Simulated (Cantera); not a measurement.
Charge: 1 mol SiC, 2.3 mol H2O, a varied amount of N2, 0.027 mol CO2, held at 1700 °C and 1.40 bar.

Cantera equilibrium calculation (NASA polynomials, part measured and part estimated; ideal gas, pure solids and liquids). Candidate condensed phases: C, C6H6, C7H8, C8H18, H2O, Si, SiC, SiO2, Si2N2O, Si3N4; 151 gas species. Mutual solubility and eutectic melting of coexisting phases are not modelled. The tables hold silica as quartz up to 1696 K and as liquid above; real silica turns to tridymite and cristobalite and melts near 1996 K. Kinetics and transport are ignored.

### Question
Which condensed phases are stable at each of these points (n(N2) (mol)): 7, 9.5, 13, 17, 23, 31, 41, 56, 75, 100, 130?

### Answer
```
n(N2) (mol)             condensed phases  Si condensed (%)
-----------  ---------------------------  ----------------
7            SiO2(condensed) + Si2N2O(s)              76.6
9.5          SiO2(condensed) + Si2N2O(s)              71.8
13           SiO2(condensed) + Si2N2O(s)              64.8
17           SiO2(condensed) + Si2N2O(s)              56.9
23           SiO2(condensed) + Si2N2O(s)              44.8
31                       SiO2(condensed)              32.3
41                       SiO2(condensed)              32.2
56                       SiO2(condensed)              32.0
75                       SiO2(condensed)              31.7
100                      SiO2(condensed)              31.4
130                      SiO2(condensed)              31.1
```

From 7 mol N2 to 23 mol N2 the condensed part is SiO2(condensed) + Si2N2O(s). From 31 mol N2 to 130 mol N2 the condensed part is SiO2(condensed).
